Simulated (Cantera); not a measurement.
**Pyrogenic steam for wet oxidation**

An isothermal, constant-pressure homogeneous reactor starts with 4.48 % H2, 9.75 % O2, 85.8 % N2, equivalence ratio 0.23, at 1175 K and 0.820 bar.

Detailed kinetics in Cantera: GRI-Mech 3.0 (53 species, 325 reactions). The temperature is held fixed by assumption; the heat of reaction is taken as removed at once.

| t (s) | x H2 | x O2 | x N2O | x HO2 | x OH | x H2O2 | x H2O |
|---|---|---|---|---|---|---|---|
| 0.000100 | 0.0447 | 0.0974 | 4.52e-11 | 1.03e-5 | 1.18e-5 | 3.06e-8 | 8.52e-5 |
| 0.000230 | 0.00284 | 0.0770 | 6.10e-8 | 3.14e-5 | 0.00126 | 3.80e-6 | 0.0409 |
| 0.000528 | 0.000317 | 0.0767 | 1.06e-7 | 1.35e-5 | 0.000240 | 1.53e-6 | 0.0454 |
| 0.00121 | 6.77e-5 | 0.0768 | 1.19e-7 | 4.32e-6 | 9.09e-5 | 5.32e-7 | 0.0457 |
| 0.00279 | 1.44e-5 | 0.0768 | 1.25e-7 | 1.20e-6 | 4.44e-5 | 1.81e-7 | 0.0458 |
| 0.00642 | 2.53e-6 | 0.0768 | 1.28e-7 | 3.11e-7 | 2.36e-5 | 6.26e-8 | 0.0458 |
| 0.0147 | 3.81e-7 | 0.0768 | 1.30e-7 | 8.75e-8 | 1.31e-5 | 2.22e-8 | 0.0459 |
| 0.0339 | 7.07e-8 | 0.0768 | 1.31e-7 | 2.94e-8 | 7.74e-6 | 8.35e-9 | 0.0459 |
| 0.0779 | 2.13e-8 | 0.0768 | 1.31e-7 | 1.17e-8 | 4.80e-6 | 3.36e-9 | 0.0459 |
| 0.179 | 8.17e-9 | 0.0768 | 1.30e-7 | 5.47e-9 | 3.08e-6 | 1.43e-9 | 0.0459 |
| 0.412 | 3.55e-9 | 0.0768 | 1.26e-7 | 3.42e-9 | 2.05e-6 | 6.45e-10 | 0.0459 |
| 0.946 | 1.91e-9 | 0.0768 | 1.15e-7 | 2.98e-9 | 1.46e-6 | 3.36e-10 | 0.0459 |
| 2.18 | 1.46e-9 | 0.0768 | 9.36e-8 | 3.03e-9 | 1.23e-6 | 2.39e-10 | 0.0459 |
| 5.00 | 1.39e-9 | 0.0768 | 5.87e-8 | 3.05e-9 | 1.19e-6 | 2.24e-10 | 0.0459 |
x: mole fraction; the columns are a selection and need not sum to one.

Equilibrium at this temperature and pressure: H2 1.38e-9, O2 0.0767, N2O 7.02e-9, HO2 3.06e-9, OH 1.17e-6, H2O2 2.19e-10, H2O 0.0459 (gas phase only).
